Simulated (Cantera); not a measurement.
# Hydrocarbon pyrolysis for carbon deposition

A perfectly stirred reactor is fed with CH4 : H2 = 1 : 23 (molar parts), at 0.113 Torr; it is held at 1725 K, and followed from long to short residence time.

Model: GRI-Mech 3.0 (53 species, 325 reactions), integrated in Cantera. GRI-Mech 3.0 stops at C3 and has no aromatics, soot or wall deposition, so with more carbon than oxygen in the feed, carbon stays in small species such as C2H2 where larger ones or solid carbon would form. Radical loss at walls, strong at low pressure, is not modelled.

```json
[
 {"τ (s)": "26", "x CH4": "0.0227", "x H2": "0.966", "x C2H2": "0.00861", "x C2H": "9.85e-8", "x H": "0.00176"},
 {"τ (s)": "4.8", "x CH4": "0.0379", "x H2": "0.959", "x C2H2": "0.00132", "x C2H": "8.16e-9", "x H": "0.000947"},
 {"τ (s)": "0.90", "x CH4": "0.0415", "x H2": "0.958", "x C2H2": "7.48e-6", "x C2H": "9.58e-12", "x H": "0.000195"},
 {"τ (s)": "0.17", "x CH4": "0.0416", "x H2": "0.958", "x C2H2": "1.11e-8", "x C2H": "<1e-12", "x H": "3.66e-5"},
 {"τ (s)": "0.031", "x CH4": "0.0417", "x H2": "0.958", "x C2H2": "1.18e-11", "x C2H": "<1e-12", "x H": "6.66e-6"},
 {"τ (s)": "0.0058", "x CH4": "0.0417", "x H2": "0.958", "x C2H2": "<1e-12", "x C2H": "<1e-12", "x H": "1.23e-6"},
 {"τ (s)": "0.0011", "x CH4": "0.0417", "x H2": "0.958", "x C2H2": "<1e-12", "x C2H": "<1e-12", "x H": "2.28e-7"},
 {"τ (s)": "0.00020", "x CH4": "0.0417", "x H2": "0.958", "x C2H2": "<1e-12", "x C2H": "<1e-12", "x H": "4.08e-8"}
]
```
x: mole fraction; the columns are a selection and need not sum to one.
